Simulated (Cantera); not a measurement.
A perfectly stirred reactor is fed with 31.2 % NH₃, 68.8 % H₂, at 555 Torr; it is held at 1975 K, and followed from long to short residence time.

Computed with Cantera and the gas-phase N/H chemistry of the illustrative SiF4/NH3 mechanism in the Surface Chemkin manual (1991). Walls and surfaces, which speed up NH3 decomposition in real reactors, are not modelled.

x: mole fraction; the columns are a selection and need not sum to one.

| τ (s) | x NH₃ | x H₂ | x H | x N₂H₄ | x N | x N₂ | x N₂H₂ |
|---|---|---|---|---|---|---|---|
| 2.8 | 0.0131 | 0.872 | 0.00118 | 1.11e-9 | 3.71e-7 | 0.114 | ? |
| 0.85 | 0.0315 | 0.860 | 0.000948 | 4.21e-9 | 4.73e-7 | 0.107 | ? |
| 0.25 | 0.0768 | 0.833 | 0.000714 | 1.51e-8 | 5.35e-7 | 0.0897 | ? |
| 0.076 | 0.155 | 0.784 | 0.000543 | 4.01e-8 | 5.53e-7 | 0.0599 | ? |
| 0.023 | 0.237 | 0.734 | 0.000443 | 7.11e-8 | 5.46e-7 | 0.0287 | ? |
| 0.0069 | 0.285 | 0.704 | 0.000396 | 8.97e-8 | 5.27e-7 | 0.0103 | 1.15e-6 |
| 0.0021 | 0.304 | 0.692 | 0.000371 | 9.22e-8 | 4.81e-7 | 0.00310 | 1.16e-6 |
| 0.00062 | 0.310 | 0.688 | 0.000329 | 7.68e-8 | 3.53e-7 | 0.000704 | ? |
| 0.00018 | 0.312 | 0.687 | 0.000222 | 3.53e-8 | 1.12e-7 | 7.25e-5 | ? |

Complete the blanks.


- 2.8, x N₂H₂: 2.22e-8
- 0.85, x N₂H₂: 7.40e-8
- 0.25, x N₂H₂: 2.30e-7
- 0.076, x N₂H₂: 5.49e-7
- 0.023, x N₂H₂: 9.30e-7
- 0.00062, x N₂H₂: 9.15e-7
- 0.00018, x N₂H₂: 3.47e-7
